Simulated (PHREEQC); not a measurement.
Solution A (0.001 mol KH2PO4 and 0.13 mol H2SO4 per kg of water) is mixed with solution B (0.021 mol/kgw H3PO4 and 0.22 mol/kgw Na2HPO4) at 5 °C; shares are by mass of water, 1 kg in all. Oxygen alone is held at its pressure in air (log pO2 = -0.68). CO2 from the air is kept out. Nothing may precipitate in this run.

Equilibrium calculation in PHREEQC: ion-association model, wateq4f.dat.

| share of solution B | pH | HSO4- (mol/kgw) | HPO4-2 (mol/kgw) |
|---|---|---|---|
| 0 | 0.90 | 0.101 | 9.05e-11 |
| 0.05 | 0.97 | 0.0915 | 1.61e-9 |
| 0.1 | 1.05 | 0.0815 | 4.45e-9 |
| 0.2 | 1.26 | 0.0596 | 2.15e-8 |
| 0.25 | 1.39 | 0.0477 | 4.66e-8 |
| 0.3 | 1.55 | 0.0358 | 1.05e-7 |
| 0.4 | 1.94 | 0.0154 | 6.13e-7 |
| 0.45 | 2.19 | 0.00839 | 1.59e-6 |
| 0.5 | 2.53 | 0.00366 | 4.74e-6 |
| 0.55 | 3.21 | 0.000688 | 3.02e-5 |
| 0.6 | 5.84 | 1.38e-6 | 0.0136 |
| 0.7 | 6.50 | 2.15e-7 | 0.0537 |
| 0.75 | 6.67 | 1.16e-7 | 0.0734 |
| 0.8 | 6.81 | 6.45e-8 | 0.0929 |
| 0.9 | 7.08 | 1.66e-8 | 0.131 |
| 0.95 | 7.21 | 5.96e-9 | 0.150 |
| 1 | 7.35 | 0 | 0.169 |

H3PO4, which wateq4f.dat lacks, is added to it with the constant of phreeqc.dat. Away from 25 °C the constants follow the database's enthalpies or fits; those with neither stay at their 25 °C values.
